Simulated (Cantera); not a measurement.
## CHF3 + H2 (fluorocarbon and chlorocarbon gases)

Input: 1 mol CHF3, a varied amount of H2, equilibrated at 1825 K and 8.10 Pa.

Equilibrium computed with Cantera from the NASA thermochemical tables; the gas is ideal and each condensed phase is pure. Candidate condensed phases: C, C6H6, C7H8, C8H18; 95 gas species. Gases not in the tables: C2F6 and larger saturated fluorocarbons. Equilibrium is a limit: real reactors are often held back by kinetics, nucleation or transport.

From 0.26 mol H2 to 6.1 mol H2 the condensed part is C(graphite). The main C-bearing gas is CF4 at 0.26 mol H2 and C2H2 (acetylene) at 6.1 mol H2.

| n(H2) (mol) | log p HF | log p H2 | log p F | log p CF4 | log p CF2 | log p H | log p CF3 | log p CF | n C(graphite) |
|---|---|---|---|---|---|---|---|---|---|
| 0.26 | -4.25 | -12.63 | -5.01 | -5.09 | -5.19 | -9.67 | -6.92 | -7.76 | 0.607 |
| 1.1 | -4.11 | -5.64 | -8.37 | <-16 | -11.89 | -6.18 | <-16 | -11.11 | 1.000 |
| 1.9 | -4.21 | -4.76 | -8.91 | <-16 | -12.99 | -5.73 | <-16 | -11.66 | 1.000 |
| 2.8 | -4.30 | -4.54 | -9.11 | <-16 | -13.39 | -5.63 | <-16 | -11.86 | 0.999 |
| 3.6 | -4.37 | -4.45 | -9.23 | <-16 | -13.62 | -5.58 | <-16 | -11.97 | 0.999 |
| 4.4 | -4.43 | -4.39 | -9.31 | <-16 | -13.79 | -5.55 | <-16 | -12.06 | 0.999 |
| 5.3 | -4.49 | -4.34 | -9.39 | <-16 | -13.95 | -5.53 | <-16 | -12.14 | 0.998 |
| 6.1 | -4.53 | -4.31 | -9.45 | <-16 | -14.07 | -5.51 | <-16 | -12.20 | 0.998 |
log p: log10 of the partial pressure in bar; n: condensed amount in mol.
